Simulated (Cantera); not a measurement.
Cantera run:

```python
import numpy as np
import cantera as ct

gas_names = [...]  # 123 gases of nasa_gas.yaml made of C, H, O, Si
cond_names = """
    C(gr) C6H6(L) C7H8(L) C8H18(L),n-octa H2O(s) H2O(L) Si(cr) Si(L) SiC(b) SiO2(Lqz) SiO2(hqz) SiO2(L)
""".split()


# ... load() reads the species with a 1 bar reference pressure and builds the phases ...
atoms = {
    'Si': {'Si': 1},
    'CO': {'C': 1, 'O': 1},
    'H2': {'H': 2},
}
top_T = {'C(gr)': 4500, 'SiC(b)': 3050}  # K; cautious upper limits of use, not melting points


# ... equilibrate(T, P, feed) seeds the gas with the atoms and calls Mixture.equilibrate('TP', solver="vcs", rtol=1e-11, max_steps=5000) ...
results = []
feed = {'Si': 1, 'CO': 8.7, 'H2': 33}  # mol
P = 870  # Pa
for T in [650, 725, 800, 875, 950, 1025, 1100, 1175, 1250, 1325, 1400]:
    mix = equilibrate(T, P, feed)
    results.append((T, P, feed, dict(zip(mix.species_names, mix.species_moles))))
    x = sorted(zip(gas.X, gas.species_names), reverse=True)
    print(f"T = {T:g} K  P = {P:g} Pa  gas = {mix.phase_moles(0):.4g} mol")
    print("   x: " + "  ".join(f"{s} {v:.3e}" for v, s in x if v > 0.0001))
    print("   condensed (mol): " + ("  ".join(f"{mix.phase(i).name} {mix.phase_moles(i):.4g}"
          for i in range(1, mix.n_phases) if mix.phase_moles(i) > 1e-12) or "none"))
```

It prints:

```
T = 650 K  P = 870 Pa  gas = 30.8 mol
   x: H2 7.017e-01  H2O 1.467e-01  CH4 1.114e-01  CO2 3.069e-02  CO 9.419e-03
   condensed (mol): C(gr) 4.032  SiO2(Lqz) 1
T = 725 K  P = 870 Pa  gas = 34.99 mol
   x: H2 8.132e-01  H2O 7.090e-02  CO 5.214e-02  CO2 3.423e-02  CH4 2.952e-02
   condensed (mol): C(gr) 4.645  SiO2(Lqz) 1
T = 800 K  P = 870 Pa  gas = 38.05 mol
   x: H2 8.297e-01  CO 1.269e-01  H2O 2.144e-02  CO2 1.384e-02  CH4 8.051e-03
   condensed (mol): C(gr) 3.036  SiO2(Lqz) 1
T = 875 K  P = 870 Pa  gas = 39.32 mol
   x: H2 8.294e-01  CO 1.608e-01  H2O 4.731e-03  CH4 2.613e-03  CO2 2.420e-03
   condensed (mol): C(gr) 2.178  SiO2(hqz) 1
T = 950 K  P = 870 Pa  gas = 39.6 mol
   x: H2 8.302e-01  CO 1.673e-01  H2O 1.128e-03  CH4 1.005e-03  CO2 4.072e-04
   condensed (mol): C(gr) 2.021  SiO2(hqz) 1
T = 1025 K  P = 870 Pa  gas = 39.67 mol
   x: H2 8.307e-01  CO 1.684e-01  CH4 4.413e-04  H2O 3.229e-04
   condensed (mol): C(gr) 1.999  SiO2(hqz) 1
T = 1100 K  P = 870 Pa  gas = 39.69 mol
   x: H2 8.310e-01  CO 1.687e-01  CH4 2.156e-04  H2O 1.091e-04
   condensed (mol): C(gr) 1.997  SiO2(hqz) 1
T = 1175 K  P = 870 Pa  gas = 39.69 mol
   x: H2 8.311e-01  CO 1.687e-01  CH4 1.151e-04
   condensed (mol): C(gr) 1.997  SiO2(hqz) 1
T = 1250 K  P = 870 Pa  gas = 39.7 mol
   x: H2 8.311e-01  CO 1.688e-01
   condensed (mol): C(gr) 1.998  SiO2(hqz) 0.9999
T = 1325 K  P = 870 Pa  gas = 39.7 mol
   x: H2 8.311e-01  CO 1.688e-01
   condensed (mol): C(gr) 1.996  SiO2(hqz) 0.9976
T = 1400 K  P = 870 Pa  gas = 41.08 mol
   x: H2 8.033e-01  CO 1.958e-01  SiO 7.798e-04
   condensed (mol): SiC(b) 0.6559  SiO2(hqz) 0.312
```

Equilibrium computed with Cantera from the NASA thermochemical tables; the gas is ideal and each condensed phase is pure. Mutual solubility and eutectic melting of coexisting phases are not modelled. The tables hold silica as quartz up to 1696 K and as liquid above; real silica turns to tridymite and cristobalite and melts near 1996 K.
